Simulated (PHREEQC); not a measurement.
0.082 g of hydrous ferric oxide (600 m²/g; 0.2 weak and 0.005 strong sites per Fe, Dzombak-Morel constants, diffuse double layer) in 1 kg of water with 0.05 mol/kgw of an inert sodium salt and 0.12 mmol/kgw NiCl2 and 0.24 mmol/kgw Na2HAsO4, at 25 °C; the pH is set by adding NaOH or the inert anion's acid. Oxygen alone is held at its pressure in air (log pO2 = -0.68). The system is closed to CO2. Nothing may precipitate in this run.

Equilibrium calculation in PHREEQC: ion-association model, wateq4f.dat.

```csv
pH,Ni sorbed (%),As sorbed (%),surface charge σ (C/m²)
3,0.0,74.1,0.020
3.5,0.0,74.0,0.018
4,0.0,73.4,0.014
4.5,0.0,72.3,0.008
5,0.2,70.2,0.001
5.5,1.5,67.2,-0.007
6,3.5,63.1,-0.015
6.5,6.6,57.6,-0.024
7,24.3,49.9,-0.028
7.5,56.6,41.4,-0.025
8,84.4,30.7,-0.025
8.5,97.2,23.9,-0.033
9,99.6,21.4,-0.044
9.5,99.9,20.7,-0.055
10,99.9,20.6,-0.065
10.5,99.6,20.5,-0.075
11,97.4,19.5,-0.082
```

Along this series the solution becomes supersaturated in solids that the run did not let form, among them Ni(OH)2. Complexes and solids missing from the database can't appear. The database has no arsenate complexes of Ni. The oxide is taken as insoluble; below pH 4 it would dissolve.
